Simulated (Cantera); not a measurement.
Charge: 1 mol PbF2, 23 mol H2, at 18000 Pa.

Method: chemical equilibrium by Gibbs-energy minimisation in Cantera with the NASA 1993 tables (ideal gas, pure condensed phases). Candidate condensed phases: Pb, PbF2; 16 gas species. Rates play no part.

Question: Which condensed phases are stable at each of these points (T (K)): 1198, 1273, 1348, 1423, 1498, 1573, 1648, 1723, 1798, 1873, 1948?

Answer: 
| T (K) | condensed phases | Pb condensed (%) |
|---|---|---|
| 1198 | Pb(l) | 91.6 |
| 1273 | Pb(l) | 75.2 |
| 1348 | Pb(l) | 34.5 |
| 1423 | gas only | 0.0 |
| 1498 | gas only | 0.0 |
| 1573 | gas only | 0.0 |
| 1648 | gas only | 0.0 |
| 1723 | gas only | 0.0 |
| 1798 | gas only | 0.0 |
| 1873 | gas only | 0.0 |
| 1948 | gas only | 0.0 |

From 1198 K to 1348 K the condensed part is Pb(l). From 1423 K to 1948 K nothing is condensed.
